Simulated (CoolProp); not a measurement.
Saturated liquid density (kg/m³) of methanol: the reference equation beside estimates from Tc = 240.2 °C, pc = 8.216 MPa, ω = 0.565.

The numbers come from the reference Helmholtz-energy equation of state, de Reuck 1993 in CoolProp.

```csv
T (°C),reference,van der Waals,Redlich-Kwong,Soave-Redlich-Kwong,Peng-Robinson
28.45,783.0,383.4,565.1,603.7,679.4
36.85,775.1,379.2,557.9,597.6,673.0
45.35,___,374.8,550.3,591.2,666.1
53.85,758.8,370.3,542.5,584.5,659.0
62.35,750.5,365.7,534.5,577.5,651.4
70.85,742.0,361.0,526.2,570.1,643.5
79.35,733.3,356.1,517.5,562.4,___
87.85,724.3,___,508.6,554.2,626.3
96.25,715.1,345.9,499.5,545.7,617.0
104.75,705.5,340.5,489.9,536.7,607.1
113.25,695.5,335.0,479.9,___,596.7
121.75,685.1,329.2,469.6,517.0,585.5
130.25,___,323.2,458.8,506.3,573.6
```

Q: Complete the blanks.

A: 
- 45.35, reference: 767.0
- 79.35, Peng-Robinson: 635.1
- 87.85, van der Waals: 351.0
- 113.25, Soave-Redlich-Kwong: 527.1
- 130.25, reference: 674.1

Absolute difference from the reference over all 13 rows, mean and median: van der Waals 51.5 and 51.4 %, Redlich-Kwong 29.6 and 29.4 %, Soave-Redlich-Kwong 23.5 and 23.3 %, Peng-Robinson 13.6 and 13.4 %.
